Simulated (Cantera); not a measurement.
A closed system holds: 1 mol Si2H6, 21 mol O2, 17 mol H2, at 57.0 Pa.

Cantera equilibrium calculation (NASA polynomials, part measured and part estimated; ideal gas, pure solids and liquids). Candidate condensed phases: H2O, Si, SiO2; 18 gas species. The feed counts by its element totals alone. The tables hold silica as quartz up to 1696 K and as liquid above; real silica turns to tridymite and cristobalite and melts near 1996 K. Equilibrium is a limit: real reactors are often held back by kinetics, nucleation or transport.

### Question
Which condensed phases are stable at each of these points (T (K)): 650, 750, 850, 950, 1050, 1150, 1250, 1350, 1450, 1550, 1650, 1750, 1850, 1950?

### Answer
```csv
T (K),condensed phases,Si condensed (%)
650,SiO2(α-quartz),100.0
750,SiO2(α-quartz),100.0
850,SiO2(β-quartz),100.0
950,SiO2(β-quartz),100.0
1050,SiO2(β-quartz),100.0
1150,SiO2(β-quartz),100.0
1250,SiO2(β-quartz),100.0
1350,SiO2(β-quartz),100.0
1450,SiO2(β-quartz),100.0
1550,SiO2(β-quartz),100.0
1650,SiO2(β-quartz),100.0
1750,SiO2(condensed),100.0
1850,SiO2(condensed),99.9
1950,SiO2(condensed),98.5
```

From 650 K to 750 K the condensed part is SiO2(α-quartz). From 850 K to 1650 K the condensed part is SiO2(β-quartz). From 1750 K to 1950 K the condensed part is SiO2(condensed).
